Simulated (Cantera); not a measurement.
What does this Cantera script print?

```python
import numpy as np
import cantera as ct

gas = ct.Solution("gri30.yaml")
gas.TPX = 1048, 101325, {'CH3OH': 1, 'O2': 2.68, 'N2': 10.1, 'CO2': 1}
reactor = ct.IdealGasReactor(gas, energy="on", clone=False)
net = ct.ReactorNet([reactor])
net.rtol, net.atol = 1e-08, 1e-16
show = ['CH3OH', 'O2', 'CO2', 'H2O2', 'CH3']
times = np.geomspace(4e-06, 0.6, 12)

steps = ct.SolutionArray(gas, extra=["t"])
rows = []
print(f"{'t/s':>10s}{'T/K':>9s}{'P/Pa':>11s}" + "".join(f"{s:>11s}" for s in show))
for t in times:
    while net.time < t:
        t_next = net.step()
        steps.append(gas.state, t=t_next)
    rows.append([np.interp(t, steps.t, y) for y in (steps.T, steps.P, *steps(*show).X.T)])
    print(f"{t:10.3e}{rows[-1][0]:9.1f}{rows[-1][1]:11.4g}" + "".join(f"{x:11.3e}" for x in rows[-1][2:]))
rate = np.gradient(steps.T, steps.t)
print("integrator steps:", len(steps.t))
if steps.T.max() > steps.T[0] + 200:
    print(f"time of steepest temperature rise: {steps.t[rate.argmax()]:.4e} s")
gas.TPX = 1048, 101325, {'CH3OH': 1, 'O2': 2.68, 'N2': 10.1, 'CO2': 1}
gas.equilibrate("UV")
print(f"equilibrium (UV): T = {gas.T:.1f} K  " + "  ".join(f"{s} {gas[s].X[0]:.3e}" for s in show))
```

Result:

```
       t/s      T/K       P/Pa      CH3OH         O2        CO2       H2O2        CH3
 4.000e-06   1048.0  1.013e+05  6.766e-02  1.813e-01  6.766e-02  1.313e-19  3.721e-11
 1.182e-05   1048.0  1.013e+05  6.766e-02  1.813e-01  6.766e-02  5.306e-18  1.060e-10
 3.493e-05   1048.0  1.013e+05  6.766e-02  1.813e-01  6.766e-02  1.690e-16  2.823e-10
 1.032e-04   1048.0  1.013e+05  6.766e-02  1.813e-01  6.766e-02  5.098e-15  6.276e-10
 3.050e-04   1048.0  1.013e+05  6.766e-02  1.813e-01  6.766e-02  1.602e-13  9.551e-10
 9.012e-04   1048.0  1.013e+05  6.766e-02  1.813e-01  6.766e-02  4.630e-12  1.013e-09
 2.663e-03   1048.0  1.013e+05  6.766e-02  1.813e-01  6.766e-02  1.121e-10  1.010e-09
 7.869e-03   1048.0  1.013e+05  6.766e-02  1.813e-01  6.766e-02  2.098e-09  1.001e-09
 2.325e-02   1048.0  1.013e+05  6.766e-02  1.813e-01  6.766e-02  2.735e-08  9.773e-10
 6.871e-02   1048.0  1.013e+05  6.765e-02  1.813e-01  6.766e-02  3.297e-07  9.052e-10
 2.030e-01   2345.2  2.356e+05  3.531e-19  7.602e-02  1.257e-01  2.644e-07  2.619e-18
 6.000e-01   2332.9  2.343e+05  3.130e-19  7.297e-02  1.259e-01  2.511e-07  2.206e-18
integrator steps: 2452
time of steepest temperature rise: 1.8838e-01 s
equilibrium (UV): T = 2332.9 K  CH3OH 3.239e-19  O2 7.297e-02  CO2 1.259e-01  H2O2 2.511e-07  CH3 3.264e-18
```

Cantera simulation using GRI-Mech 3.0 (53 species, 325 reactions); the numbers are that mechanism's predictions, not measurements. GRI-Mech 3.0 was tuned for natural gas; its chemistry of methanol as a main component is partial and can be far from experiment.
